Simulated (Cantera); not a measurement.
Input: 1 mol Si, 0.45 mol CO₂, 19 mol N₂, held at 1527 °C and 750 Torr.

These are equilibrium values from Cantera (NASA tables, ideal gas, pure condensed phases), not measurements of a reactor. Candidate condensed phases: C, Si, SiC, SiO₂, Si₂N₂O, Si₃N₄; 34 gas species. Mutual solubility and eutectic melting of coexisting phases are not modelled. Rates play no part.

Base state: N₂ 0.978, CO 0.0220, SiO 0.000122 (mole fractions); condensed: SiC(s) + Si₂N₂O(s).

**Question.** What changes in the equilibrium state with this change: temperature from 1527 °C to 952 °C?

**Answer.** 
```json
[
 {"species": "N₂", "before": "0.978", "after": "0.981"},
 {"species": "CO", "before": "0.0220", "after": "0.0189"},
 {"species": "SiO", "before": "0.000122", "after": "<1e-9"},
 {"species": "SiC(s), mol", "before": "0.0341", "after": "0"},
 {"species": "Si₂N₂O(s), mol", "before": "0.482", "after": "0.485"},
 {"species": "C(graphite), mol", "before": "0", "after": "0.0937"},
 {"species": "SiO₂(β-quartz), mol", "before": "0", "after": "0.0291"}
]
```
N₂ is the only nitrogen source here; it is nearly inert below about 1500 K, so the nitride shown seldom forms there in practice. The tables hold silica as quartz up to 1696 K and as liquid above; real silica turns to tridymite and cristobalite and melts near 1996 K.

**Question.** What changes in the equilibrium state with this change: CO₂ from 0.45 to 0.97 mol?

**Answer.** 
```json
[
 {"species": "N₂", "before": "0.978", "after": "0.949"},
 {"species": "CO", "before": "0.0220", "after": "0.0493"},
 {"species": "SiO", "before": "0.000122", "after": "0.00175"},
 {"species": "CO₂", "before": "3.61e-8", "after": "1.61e-5"},
 {"species": "SiC(s), mol", "before": "0.0341", "after": "0"},
 {"species": "Si₂N₂O(s), mol", "before": "0.482", "after": "0.332"},
 {"species": "SiO₂(condensed), mol", "before": "0", "after": "0.302"}
]
```
The tables hold silica as quartz up to 1696 K and as liquid above; real silica turns to tridymite and cristobalite and melts near 1996 K.

**Question.** What changes in the equilibrium state with this change: CO₂ from 0.45 to 0.92 mol?

**Answer.** 
```json
[
 {"species": "N₂", "before": "0.978", "after": "0.951"},
 {"species": "CO", "before": "0.0220", "after": "0.0469"},
 {"species": "SiO", "before": "0.000122", "after": "0.00175"},
 {"species": "CO₂", "before": "3.61e-8", "after": "1.54e-5"},
 {"species": "SiC(s), mol", "before": "0.0341", "after": "0"},
 {"species": "Si₂N₂O(s), mol", "before": "0.482", "after": "0.349"},
 {"species": "SiO₂(condensed), mol", "before": "0", "after": "0.268"}
]
```
The tables hold silica as quartz up to 1696 K and as liquid above; real silica turns to tridymite and cristobalite and melts near 1996 K.
